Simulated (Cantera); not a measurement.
Input: 1 mol C, 0.035 mol H2O, 0.86 mol O2, held at 2575 K and 270 Pa.

Method: chemical equilibrium by Gibbs-energy minimisation in Cantera with the NASA 1993 tables (ideal gas, pure condensed phases). Candidate condensed phases: C, C6H6, C7H8, C8H18, H2O; 110 gas species. Kinetics and transport are ignored.

Base state: CO 0.542, CO2 0.172, O 0.132, O2 0.109, H 0.0273, OH 0.0125, H2O 0.00341, H2 0.00168 (mole fractions); condensed: gas only.

**Question.** What changes in the equilibrium state with this change: temperature from 2575 K to 825 K?

**Answer.** 
```csv
species,before,after
CO2,0.172,0.714
CO,0.542,0.252
H2,0.00168,0.0188
O,0.132,<1e-9
O2,0.109,<1e-9
H,0.0273,<1e-9
OH,0.0125,<1e-9
H2O,0.00341,0.0150
```
